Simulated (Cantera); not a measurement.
An isothermal, constant-pressure homogeneous reactor starts with C₂H₆ : N₂ = 1 : 4.5 (molar parts), at 1498 K and 1.00 bar. Integrator tolerance rtol = 1e-08.

Model: GRI-Mech 3.0 (53 species, 325 reactions), integrated in Cantera. GRI-Mech 3.0 stops at C3 and has no aromatics, soot or wall deposition, so with more carbon than oxygen in the feed, carbon stays in small species such as C2H2 where larger ones or solid carbon would form.

**Question.** What does this change do: 0.26 parts H2O added?

**Answer.** 
| quantity | before | after |
|---|---|---|
| x(C₂H₆) at 40.0 s | 1.45e-5 (gas-phase equilibrium 9.52e-6) | 1.45e-5 (gas-phase equilibrium 9.20e-6) |
| x(CH₄) at 40.0 s | 0.0310 (gas-phase equilibrium 0.0256) | 0.0330 (gas-phase equilibrium 0.0268) |
| x(C₂H₂) at 40.0 s | 0.116 (gas-phase equilibrium 0.0705) | 0.0910 (gas-phase equilibrium 0.0528) |
| x(CH₃) at 40.0 s | 2.29e-5 (gas-phase equilibrium 1.86e-5) | 2.30e-5 (gas-phase equilibrium 1.83e-5) |
| x(C₂H₄) at 40.0 s | 0.00741 (gas-phase equilibrium 0.00469) | 0.00657 (gas-phase equilibrium 0.00399) |
| x(H₂) at 40.0 s | 0.223 (gas-phase equilibrium 0.232) | 0.251 (gas-phase equilibrium 0.263) |
| x(H) at 40.0 s | 8.17e-6 (gas-phase equilibrium 8.33e-6) | 8.67e-6 (gas-phase equilibrium 8.87e-6) |
